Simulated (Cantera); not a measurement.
An isothermal, constant-pressure homogeneous reactor starts with CO : O₂ : H₂O : N₂ = 0.029 : 0.028 : 0.00012 : 1 (molar parts), at 1375 K and 101000 Pa. Integrator tolerance rtol = 1e-08.

Detailed kinetics in Cantera: GRI-Mech 3.0 (53 species, 325 reactions).

Question: What does this change do: O2 0.028 to 0.012 parts?

Answer: 
```
quantity                                             before                                      after
----------------  -----------------------------------------  -----------------------------------------
x(CO) at 6.00 s     1.86e-7 (gas-phase equilibrium 1.55e-7)    0.00486 (gas-phase equilibrium 0.00485)
x(O₂) at 6.00 s       0.0129 (gas-phase equilibrium 0.0129)   4.20e-9 (gas-phase equilibrium 9.26e-12)
x(H₂O) at 6.00 s  0.000115 (gas-phase equilibrium 0.000115)  0.000106 (gas-phase equilibrium 0.000106)
x(N₂O) at 6.00 s    1.36e-8 (gas-phase equilibrium 1.23e-8)     4.33e-9 (gas-phase equilibrium <1e-12)
x(NO) at 6.00 s    1.22e-5 (gas-phase equilibrium 0.000172)    1.02e-5 (gas-phase equilibrium 4.66e-9)
x(H₂) at 6.00 s   3.40e-10 (gas-phase equilibrium 3.10e-10)    1.07e-5 (gas-phase equilibrium 1.06e-5)
x(OH) at 6.00 s     4.21e-7 (gas-phase equilibrium 4.02e-7)    2.45e-8 (gas-phase equilibrium 2.00e-9)
```

Question: What does this change do: temperature 1375 to 973 K?

Answer: 
```
quantity                                             before                                      after
----------------  -----------------------------------------  -----------------------------------------
x(CO) at 6.00 s     1.86e-7 (gas-phase equilibrium 1.55e-7)    0.0268 (gas-phase equilibrium 5.79e-12)
x(O₂) at 6.00 s       0.0129 (gas-phase equilibrium 0.0129)      0.0262 (gas-phase equilibrium 0.0129)
x(H₂O) at 6.00 s  0.000115 (gas-phase equilibrium 0.000115)  0.000113 (gas-phase equilibrium 0.000115)
x(N₂O) at 6.00 s    1.36e-8 (gas-phase equilibrium 1.23e-8)   2.77e-8 (gas-phase equilibrium 5.96e-10)
x(NO) at 6.00 s    1.22e-5 (gas-phase equilibrium 0.000172)   9.23e-12 (gas-phase equilibrium 6.35e-6)
x(H₂) at 6.00 s   3.40e-10 (gas-phase equilibrium 3.10e-10)     4.55e-7 (gas-phase equilibrium <1e-12)
x(OH) at 6.00 s     4.21e-7 (gas-phase equilibrium 4.02e-7)    1.36e-9 (gas-phase equilibrium 1.13e-9)
```
